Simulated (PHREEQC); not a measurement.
# Reverse-osmosis permeate (model solution)

Synthetic water in mmol/kgw, 25 °C, pH 6.36, pe 2.6: Na 0.125; K 0.0374; Ca 0.0221; Mg 0.0161; Cl 0.168; S(6) 0.00718; Alkalinity (meq/kgw) 0.0607; Si 0.00111; Fe(2) 5.16e-05.

Valence states are taken as typed.

Equilibrium calculation in PHREEQC: ion-association model, phreeqc.dat.

The ionic strength is 0.000287 mol/kgw. The charge-balance error comes out as -0.9 %.

```json
[
 {"species": "Cl-", "molality": "0.000168", "activity": "0.000165", "log γ": "-0.008"},
 {"species": "Na+", "molality": "0.000125", "activity": "0.000123", "log γ": "-0.008"},
 {"species": "HCO3-", "molality": "6.11e-5", "activity": "5.99e-5", "log γ": "-0.008"},
 {"species": "CO2", "molality": "5.88e-5", "activity": "5.88e-5", "log γ": "0.000"},
 {"species": "K+", "molality": "3.74e-5", "activity": "3.67e-5", "log γ": "-0.008"},
 {"species": "Ca+2", "molality": "2.21e-5", "activity": "2.04e-5", "log γ": "-0.034"},
 {"species": "Mg+2", "molality": "1.61e-5", "activity": "1.49e-5", "log γ": "-0.033"},
 {"species": "SO4-2", "molality": "7.13e-6", "activity": "6.60e-6", "log γ": "-0.034"},
 {"species": "H4SiO4", "molality": "1.11e-6", "activity": "1.11e-6", "log γ": "0.000"},
 {"species": "H+", "molality": "4.45e-7", "activity": "4.37e-7", "log γ": "-0.008"},
 {"species": "Fe+2", "molality": "5.12e-8", "activity": "4.74e-8", "log γ": "-0.033"},
 {"species": "CaSO4", "molality": "2.39e-8", "activity": "2.39e-8", "log γ": "0.000"},
 {"species": "OH-", "molality": "2.36e-8", "activity": "2.32e-8", "log γ": "-0.008"},
 {"species": "MgSO4", "molality": "2.30e-8", "activity": "2.30e-8", "log γ": "0.000"}
]
```

Precipitation was switched off in this run. Complexes and solids missing from the database can't appear.
